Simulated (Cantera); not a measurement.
An isothermal, constant-pressure homogeneous reactor starts with 1.67 % CO, 0.353 % O₂, 0.0323 % H₂O, 97.9 % N₂, at 1300 K and 0.290 bar.

Model: GRI-Mech 3.0 (53 species, 325 reactions), integrated in Cantera.

x: mole fraction; the columns are a selection and need not sum to one.

| t (s) | x CO | x O₂ | x H₂O | x NO | x HO₂ | x N₂O | x CO₂ |
|---|---|---|---|---|---|---|---|
| 2.00e-5 | 0.0167 | 0.00353 | 0.000323 | <1e-12 | <1e-12 | <1e-12 | 7.26e-11 |
| 5.52e-5 | 0.0167 | 0.00353 | 0.000323 | <1e-12 | <1e-12 | <1e-12 | 2.01e-10 |
| 0.000153 | 0.0167 | 0.00353 | 0.000323 | <1e-12 | <1e-12 | <1e-12 | 5.55e-10 |
| 0.000421 | 0.0167 | 0.00353 | 0.000323 | <1e-12 | <1e-12 | <1e-12 | 1.55e-9 |
| 0.00116 | 0.0167 | 0.00353 | 0.000323 | <1e-12 | 3.93e-12 | <1e-12 | 4.49e-9 |
| 0.00321 | 0.0167 | 0.00353 | 0.000323 | <1e-12 | 5.01e-11 | 1.18e-12 | 1.55e-8 |
| 0.00887 | 0.0167 | 0.00353 | 0.000323 | <1e-12 | 8.64e-10 | 1.51e-11 | 1.25e-7 |
| 0.0245 | 0.0166 | 0.00351 | 0.000322 | 1.06e-11 | 7.88e-8 | 2.56e-9 | 1.98e-5 |
| 0.0676 | 0.0121 | 0.000777 | 1.74e-5 | 2.03e-6 | 5.44e-8 | 1.46e-7 | 0.00459 |
| 0.187 | 0.00965 | (withheld) | (withheld) | 6.15e-6 | (withheld) | (withheld) | 0.00706 |
| 0.516 | 0.00947 | 1.60e-6 | 0.000146 | 6.28e-6 | 1.57e-10 | 1.77e-9 | 0.00724 |
| 1.42 | 0.00949 | 9.28e-8 | 0.000175 | 5.92e-6 | 8.80e-12 | 1.80e-9 | 0.00722 |
| 3.93 | 0.00950 | 6.65e-9 | 0.000183 | 5.22e-6 | <1e-12 | 6.57e-9 | 0.00721 |
| 10.9 | 0.00950 | 4.53e-10 | 0.000185 | 4.26e-6 | <1e-12 | 1.32e-8 | 0.00721 |
| 30.0 | 0.00950 | 5.07e-11 | 0.000185 | 3.32e-6 | <1e-12 | 1.02e-8 | 0.00721 |

**Question.** What belongs in the gaps?

**Answer.** 
- 0.187, x O₂: 8.09e-5
- 0.187, x H₂O: 4.80e-5
- 0.187, x HO₂: 7.65e-9
- 0.187, x N₂O: 2.13e-8
